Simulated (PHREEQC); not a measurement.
0.98 g of hydrous ferric oxide (600 m²/g; 0.2 weak and 0.005 strong sites per Fe, Dzombak-Morel constants, diffuse double layer) in 1 kg of water with 0.005 mol/kgw of an inert sodium salt and 0.0023 mmol/kgw Ag2SO4, at 25 °C; the pH is set by adding NaOH or the inert anion's acid. Oxygen is held at 0.21 atm. CO2 from the air is kept out. Nothing may precipitate in this run.

The series has 17 steps of pH, from 3 to 9.

All values are PHREEQC results (ion-association model, wateq4f.dat), not measurements.

Near which pH is half of the S sorbed, and on which side is more sorbed?

Near pH 7.0, with more sorbed at lower pH.

Near which pH is half of the Ag sorbed, and on which side is more sorbed?

Near pH 6.1, with more sorbed at higher pH.

The oxide is taken as insoluble; below pH 4 it would dissolve.
